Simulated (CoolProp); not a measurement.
Vapour-liquid equilibrium of carbon dioxide (1) + CH2F2 (R32) (2) at 265.4 K; x and y are mole fractions of (1).

Model: multi-fluid Helmholtz-energy mixture model, Span 1996 and Tillner-Roth 1997; pair parameters Bell 2016, in CoolProp.

```csv
x,bubble pressure (bar),y at the bubble point,dew pressure at overall composition x (bar),liquid density (mol/L)
0.05,7.333,0.166,6.578,20.85
0.15,9.443,0.396,7.221,20.97
0.25,11.58,0.547,7.992,21.11
0.35,13.72,0.654,8.936,21.24
0.45,15.86,0.735,10.12,21.38
0.55,18.01,0.798,11.63,21.52
0.65,20.17,0.852,13.63,21.66
0.75,22.36,0.898,16.34,21.79
0.85,24.62,0.940,20.10,21.91
0.95,26.99,0.980,25.19,22.02
```

No azeotrope shows between x = 0.05 and 0.95.

The pair parameters rest on a limited set of measurements; away from them the model extrapolates.
